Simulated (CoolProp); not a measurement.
A closed Brayton cycle with carbon dioxide: compressor inlet 317.15 K and 9 MPa, high pressure 25.1 MPa, turbine inlet 960 K, compressor efficiency 0.89, turbine efficiency 0.9, recuperator effectiveness 0.9 (on enthalpy, no pinch check). Each further row changes one setting.

Computed with CoolProp (reference Helmholtz-energy equation of state, Span 1996).

```json
[
 {"case": "as stated", "thermal efficiency (%)": "38.5", "net work (kJ/kg)": "120", "compressor to turbine work": "0.24", "compressor exit (K)": "381.7", "turbine exit (K)": "825.0"},
 {"case": "turbine inlet 910 K", "thermal efficiency (%)": "37.3", "net work (kJ/kg)": "111", "compressor to turbine work": "0.26", "compressor exit (K)": "381.7", "turbine exit (K)": "779.6"},
 {"case": "compressor inlet 327.15 K", "thermal efficiency (%)": "37.8", "net work (kJ/kg)": "110", "compressor to turbine work": "0.31", "compressor exit (K)": "408.3", "turbine exit (K)": "825.0"},
 {"case": "high pressure 21.3 MPa", "thermal efficiency (%)": "36.5", "net work (kJ/kg)": "104", "compressor to turbine work": "0.23", "compressor exit (K)": "371.3", "turbine exit (K)": "845.9"},
 {"case": "recuperator effectiveness 0.5", "thermal efficiency (%)": "23.1", "net work (kJ/kg)": "120", "compressor to turbine work": "0.24", "compressor exit (K)": "381.7", "turbine exit (K)": "825.0"}
]
```
